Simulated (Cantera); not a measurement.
Feed: 1 mol borazine, 0.1 mol H2O, at 2000 K and 0.870 bar.

Cantera equilibrium calculation (NASA polynomials, part measured and part estimated; ideal gas, pure solids and liquids). Candidate condensed phases: B, BN, B2O3, B3O3H3, H2O; 39 gas species. The feed counts by its element totals alone. The tables' values for BH2 are old estimates; treat these amounts as uncertain. Rates play no part.

What is the equilibrium state?


```
Property                                  Value
------------------------------------  ---------
x(H2)                                     0.957
x(HBO)                                   0.0226
x(N2)                                    0.0144
x(H)                                    0.00171
x(B2O2)                                 0.00145
x(HBO2)                                 0.00145
x(B2O3)                                0.000644
x(BO)                                  0.000585
x(H2O)                                 0.000341
n(BN(s))                               2.91 mol
gas amount                            3.196 mol
log10 activity of B(s) (absent)           -1.01
log10 activity of B3O3H3(s) (absent)      -9.12
```
